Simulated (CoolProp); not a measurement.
Aqueous ammonia as a coolant, at 13 °C, 1 atm.

The numbers come from the Melinder's fits for secondary coolants in CoolProp.

```tsv
mass %	freezing point (°C)	density (kg/m³)	Prandtl number	conductivity (W/(m K))	viscosity (mPa s)
3.2	-3.8	985.8	9.59	0.562	1.29
7	-8.9	970.7	10.4	0.537	1.33
10.9	-15.1	956.4	11.3	0.513	1.38
14.7	-22.6	943.3	12.4	0.492	1.45
18.5	-32.0	930.9	13.6	0.473	1.52
22.3	-44.3	919.0	14.2	0.458	1.54
26.1	-60.8	907.6	14.5	0.446	1.52
29.9	-83.4	896.6	15.3	0.435	1.57
```
